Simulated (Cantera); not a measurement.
**Hydrocarbon pyrolysis for carbon deposition**

An isothermal, constant-pressure homogeneous reactor starts with 43.4 % C2H6, 56.4 % H2, 0.230 % N2, at 1350 K and 1.00 bar.

Model: GRI-Mech 3.0 (53 species, 325 reactions), integrated in Cantera. GRI-Mech 3.0 stops at C3 and has no aromatics, soot or wall deposition, so with more carbon than oxygen in the feed, carbon stays in small species such as C2H2 where larger ones or solid carbon would form.

| t (s) | x C2H6 | x H2 | x CH4 | x C2H4 | x C2H2 |
|---|---|---|---|---|---|
| 5.00e-6 | 0.433 | 0.564 | 0.000143 | 0.000121 | 1.09e-9 |
| 2.46e-5 | 0.426 | 0.565 | 0.00141 | 0.00429 | 1.14e-6 |
| 0.000121 | 0.360 | 0.577 | 0.0142 | 0.0446 | 0.000144 |
| 0.000592 | 0.163 | 0.609 | 0.0585 | 0.162 | 0.00310 |
| 0.00291 | 0.0138 | 0.632 | 0.102 | 0.228 | 0.0224 |
| 0.0143 | 0.00333 | 0.638 | 0.114 | 0.185 | 0.0581 |
| 0.0701 | 0.00208 | 0.637 | 0.137 | 0.118 | 0.104 |
| 0.344 | 0.00155 | 0.600 | 0.196 | 0.0931 | 0.108 |
| 1.69 | 0.00109 | 0.527 | 0.302 | 0.0731 | 0.0946 |
| 8.30 | 0.000762 | 0.457 | 0.404 | 0.0553 | 0.0813 |
| 40.7 | 0.000711 | 0.443 | 0.423 | 0.0520 | 0.0785 |
| 200 | 0.000711 | 0.443 | 0.424 | 0.0520 | 0.0785 |
x: mole fraction; the columns are a selection and need not sum to one.

Equilibrium at this temperature and pressure: C2H6 0.000706, H2 0.444, CH4 0.423, C2H4 0.0516, C2H2 0.0778 (gas phase only).
